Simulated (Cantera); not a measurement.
A closed system holds: 1 mol Ni, 0.011 mol H₂S, 180 mol N₂, equilibrated at 1002 °C and 12.0 bar.

Method: chemical equilibrium by Gibbs-energy minimisation in Cantera with the NASA 1993 tables (ideal gas, pure condensed phases). Candidate condensed phases: Ni, NiS, NiS₂, Ni₃S₂, Ni₃S₄, S; 17 gas species. Metal and sulfide melt together well below either melting point, which pure phases cannot show. Mutual solubility and eutectic melting of coexisting phases are not modelled. The numbers say what is thermodynamically allowed, not how fast it happens.

### Question
What is the equilibrium state?

### Answer
```
Property                                  Value
----------------------------------  -----------
x(N₂)                                     1.000
x(H₂)                                   6.06e-5
n(Ni(s))                              0.984 mol
n(Ni₃S₂(l))                         0.00545 mol
gas amount                            180.0 mol
log10 activity of NiS(l) (absent)         -1.24
log10 activity of S(l) (absent)           -4.12
log10 activity of NiS₂(s) (absent)        -5.09
```
